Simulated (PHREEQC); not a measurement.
Make-up at 20 °C: 0.0054 mol NaOH, 0.00045 mol H4SiO4 and 0.00018 mol K3PO4 per kg of water. Closed to the air; pH follows from the charge balance.

Equilibrium calculation in PHREEQC: ion-association model, phreeqc.dat.

No solid was allowed to form.

### Question
Predict the pH, ionic strength.

### Answer
pH 11.83; ionic strength 0.00624 mol/kgw.

### Question
In which forms is Si present?

### Answer
H3SiO4- 95 %, H2SiO4-2 4.0 %, H4SiO4 1.0 % of the Si.

Species that the database lacks are ignored.
